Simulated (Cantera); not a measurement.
Input: 1 mol Si, a varied amount of H2O, 950 mol N2, equilibrated at 1548.15 K and 0.133 bar.

Equilibrium computed with Cantera from the NASA thermochemical tables; the gas is ideal and each condensed phase is pure. Candidate condensed phases: H2O, Si, SiO2, Si2N2O, Si3N4; 35 gas species. Mutual solubility and eutectic melting of coexisting phases are not modelled. Rates play no part.

Problem. Which condensed phases are stable at each of these points (n(H2O) (mol)): 0.001, 0.0018, 0.0031, 0.0054, 0.0093, 0.016, 0.028, 0.049, 0.086, 0.15, 0.26?

Solution. 
```
n(H2O) (mol)      condensed phases  Si condensed (%)
------------  --------------------  ----------------
0.001                     Si3N4(s)              99.9
0.0018                    Si3N4(s)              99.8
0.0031        Si2N2O(s) + Si3N4(s)              99.8
0.0054        Si2N2O(s) + Si3N4(s)              99.8
0.0093        Si2N2O(s) + Si3N4(s)              99.8
0.016         Si2N2O(s) + Si3N4(s)              99.8
0.028         Si2N2O(s) + Si3N4(s)              99.8
0.049         Si2N2O(s) + Si3N4(s)              99.8
0.086         Si2N2O(s) + Si3N4(s)              99.8
0.15          Si2N2O(s) + Si3N4(s)              99.8
0.26          Si2N2O(s) + Si3N4(s)              99.8
```

From 0.001 mol H2O to 0.0018 mol H2O the condensed part is Si3N4(s). From 0.0031 mol H2O to 0.26 mol H2O the condensed part is Si2N2O(s) + Si3N4(s).
